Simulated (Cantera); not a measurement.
Standard-state values (1 bar) from the NASA 1993 polynomials, evaluated with Cantera. Values are per mole of reaction as written; species without (g) are pure solids or liquids, kept so even where they would boil at 1 bar.

Ta2O5 + 2 NH3(g) = 2 Ta + 3 H2O(g) + 2 NO(g), with ΔH° = 1595.0 kJ and ΔS° = 542.2 J/K at 300 K.

Q: How far is the shortcut ΔG° ≈ ΔH°(300 K) − T·ΔS°(300 K) from the full temperature-dependent value at 1373, 1473, 1573, 1673, 1773, 1873, 1973, 2073, 2173 K?

A: 
```tsv
T (K)	shortcut (kJ)	full (kJ)	difference (kJ)	difference in log10 K	condensed phases
1373	850.5	873.0	-22.5	0.86	Ta2O5(s), Ta(s)
1473	796.2	823.4	-27.2	0.96	Ta2O5(s), Ta(s)
1573	742.0	774.2	-32.2	1.07	Ta2O5(s), Ta(s)
1673	687.8	725.3	-37.5	1.17	Ta2O5(s), Ta(s)
1773	633.6	676.7	-43.2	1.27	Ta2O5(s), Ta(s)
1873	579.3	628.5	-49.1	1.37	Ta2O5(s), Ta(s)
1973	525.1	580.5	-55.3	1.47	Ta2O5(s), Ta(s)
2073	470.9	533.6	-62.7	1.58	Ta2O5(l), Ta(s)
2173	416.7	492.1	-75.4	1.81	Ta2O5(l), Ta(s)
```
The shortcut ignores heat capacities and the phase changes listed.
